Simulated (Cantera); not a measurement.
Charge: 1 mol Si, 0.039 mol N₂O, 1.1 mol H₂, at 1748 K and 0.133 bar.

These are equilibrium values from Cantera (NASA tables, ideal gas, pure condensed phases), not measurements of a reactor. Candidate condensed phases: H₂O, Si, SiO₂, Si₂N₂O, Si₃N₄; 35 gas species. Mutual solubility and eutectic melting of coexisting phases are not modelled. Gases not in the tables: Si₂H₆ and higher silanes. Kinetics and transport are ignored.

Base state: H₂ 0.989, N₂ 0.00539, SiO 0.00539, H 0.000622, SiH₂ 2.03e-5, Si 1.09e-5 (mole fractions); condensed: Si(l) + Si₂N₂O(s).

**Question.** What changes in the equilibrium state with this change: Si replaced by SiC?

**Answer.** 
```
species          before    after
--------------  -------  -------
H₂                0.989    0.946
N₂              0.00539   0.0268
CO                    0   0.0200
SiO             0.00539  0.00681
HCN                   0  8.91e-5
CH₄                   0  1.30e-5
SiH₂            2.03e-5  3.09e-6
Si              1.09e-5  1.74e-6
Si(l), mol        0.928        0
Si₂N₂O(s), mol   0.0330  0.00776
SiC(s), mol           0    0.977
```
Further candidate phases: C, C₆H₆, C₇H₈, C₈H₁₈, SiC.
